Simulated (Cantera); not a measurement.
An isothermal, constant-pressure homogeneous reactor starts with CH4 : O2 : N2 = 0.0098 : 0.0026 : 1 (molar parts), equivalence ratio 7.5, at 1373 K and 1.20 bar.

Model: GRI-Mech 3.0 (53 species, 325 reactions), integrated in Cantera. GRI-Mech 3.0 stops at C3 and has no aromatics, soot or wall deposition, so with more carbon than oxygen in the feed, carbon stays in small species such as C2H2 where larger ones or solid carbon would form.

x: mole fraction; the columns are a selection and need not sum to one.

```csv
t (s),x CH4,x O2,x CO,x CH2CO,x CH2O
2.00e-6,0.00968,0.00257,<1e-12,<1e-12,<1e-12
9.22e-6,0.00968,0.00257,<1e-12,<1e-12,<1e-12
4.25e-5,0.00968,0.00257,<1e-12,<1e-12,1.54e-11
0.000196,0.00968,0.00257,<1e-12,<1e-12,3.76e-10
0.000904,0.00968,0.00257,1.63e-11,<1e-12,8.88e-9
0.00417,0.00968,0.00257,2.02e-9,<1e-12,1.96e-7
0.0192,0.00967,0.00257,…,2.35e-10,…
0.0885,0.00959,0.00254,…,…,…
0.408,0.00864,0.00216,0.000271,4.61e-6,1.52e-5
1.88,0.00511,0.000139,0.00174,2.49e-6,4.99e-7
8.68,0.00409,1.76e-7,0.00181,8.10e-8,5.80e-9
40.0,0.00231,<1e-12,0.00180,9.12e-8,2.45e-9
```

What belongs in the gaps?


- 0.0192, x CO: 2.05e-7
- 0.0192, x CH2O: 2.35e-6
- 0.0885, x CO: 1.13e-5
- 0.0885, x CH2CO: 3.82e-8
- 0.0885, x CH2O: 1.33e-5
